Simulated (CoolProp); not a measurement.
Diethyl ether along the isobar 12.1 MPa: density (kg/m³) from the reference equation and from simpler models built on Tc = 194.7 °C, pc = 3.717 MPa, ω = 0.282; each cubic takes its own stable root.

Values from CoolProp's reference Helmholtz-energy equation of state, Thol 2014.

```json
[
 {"T (°C)": "115.85", "phase": "liquid", "reference": "620.5"},
 {"T (°C)": "125.55", "phase": "liquid", "reference": "608.2"},
 {"T (°C)": "135.25", "phase": "liquid", "reference": "595.6"},
 {"T (°C)": "144.95", "phase": "liquid", "reference": "582.7"},
 {"T (°C)": "154.65", "phase": "liquid", "reference": "569.3"},
 {"T (°C)": "164.35", "phase": "liquid", "reference": "555.5"},
 {"T (°C)": "174.05", "phase": "liquid", "reference": "541.3"},
 {"T (°C)": "183.75", "phase": "liquid", "reference": "526.5"},
 {"T (°C)": "193.45", "phase": "liquid", "reference": "511.3"},
 {"T (°C)": "203.15", "phase": "supercritical", "reference": "495.4"},
 {"T (°C)": "212.85", "phase": "supercritical", "reference": "478.9"}
]
```

Problem. How far does each simpler model (van der Waals, Peng-Robinson) lie from the reference over these 11 states: mean and median of the absolute difference, and the worst?

Solution. 
- van der Waals: mean 30.7 %, median 31.1 %, worst -34.0 % at 115.85 °C and 12.1 MPa
- Peng-Robinson: mean 2.1 %, median 2.1 %, worst +3.8 % at 115.85 °C and 12.1 MPa
